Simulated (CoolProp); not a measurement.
A single-stage vapour-compression cycle with methanol: evaporating at 329.15 K (dew point), condensing at 351.15 K (bubble point), superheat 10 K, subcooling 5 K, compressor efficiency 0.6, no pressure losses. Each further row changes one setting.

Computed with CoolProp (reference Helmholtz-energy equation of state, de Reuck 1993).

```json
[
 {"case": "as stated", "cooling COP": "8.44", "pressure ratio": "2.35", "discharge temperature (K)": "417.7", "refrigerating effect (kJ/kg)": "1100", "volumetric capacity (kJ/m³)": "924"},
 {"case": "evaporating temperature 334.15 K", "cooling COP": "11.2", "pressure ratio": "1.91", "discharge temperature (K)": "402.6", "refrigerating effect (kJ/kg)": "1110", "volumetric capacity (kJ/m³)": "1130"},
 {"case": "condensing temperature 346.15 K", "cooling COP": "11.1", "pressure ratio": "1.95", "discharge temperature (K)": "399.8", "refrigerating effect (kJ/kg)": "1110", "volumetric capacity (kJ/m³)": "936"},
 {"case": "subcooling 10 K", "cooling COP": "8.55", "pressure ratio": "2.35", "discharge temperature (K)": "417.7", "refrigerating effect (kJ/kg)": "1110", "volumetric capacity (kJ/m³)": "936"},
 {"case": "superheat 20 K", "cooling COP": "8.28", "pressure ratio": "2.35", "discharge temperature (K)": "432.2", "refrigerating effect (kJ/kg)": "1120", "volumetric capacity (kJ/m³)": "907"},
 {"case": "compressor efficiency 0.5", "cooling COP": "7.03", "pressure ratio": "2.35", "discharge temperature (K)": "432.5", "refrigerating effect (kJ/kg)": "1100", "volumetric capacity (kJ/m³)": "924"}
]
```
